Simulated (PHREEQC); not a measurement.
A solution holds 6.7e-05 mol CaSO4, 0.13 mol Na2SO4 and 5.2e-05 mol MgSO4 per kg of water, at 25 °C. Closed to the air; pH follows from the charge balance.

Computed with PHREEQC (ion-association model, phreeqc.dat).

The ionic strength comes out as 0.333 mol/kgw, the activity of water is 0.994 and the specific conductance is 18300 µS/cm. The density is 1.013 g/cm³.

```csv
species,molality,activity,log γ
Na+,0.231,0.168,-0.139
SO4-2,0.101,0.0244,-0.618
NaSO4-,0.0288,0.0206,-0.145
CaSO4,3.56e-5,3.85e-5,0.033
MgSO4,3.23e-5,3.49e-5,0.033
Ca+2,3.14e-5,8.85e-6,-0.549
Mg+2,1.97e-5,6.09e-6,-0.510
OH-,2.62e-7,1.74e-7,-0.177
HSO4-,1.88e-7,1.37e-7,-0.136
H+,7.43e-8,5.78e-8,-0.109
```

No solid was allowed to form. Species that the database lacks are ignored.
